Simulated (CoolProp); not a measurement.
A single-stage vapour-compression cycle with propylene: evaporating at 269.15 K (dew point), condensing at 339.15 K (bubble point), superheat 10 K, subcooling 5 K, compressor efficiency 0.6, no pressure losses. Each further row changes one setting.

The numbers come from the reference Helmholtz-energy equation of state, Lemmon 2013 in CoolProp.

```csv
case,cooling COP,pressure ratio,discharge temperature (K),refrigerating effect (kJ/kg),volumetric capacity (kJ/m³)
as stated,1.50,5.51,388.3,222,2310
evaporating temperature 274.15 K,1.69,4.74,384.5,227,2740
condensing temperature 334.15 K,1.71,4.99,381.7,238,2480
subcooling 10 K,1.61,5.51,388.3,239,2480
superheat 20 K,1.53,5.51,399.2,239,2370
compressor efficiency 0.5,1.25,5.51,401.5,222,2310
```
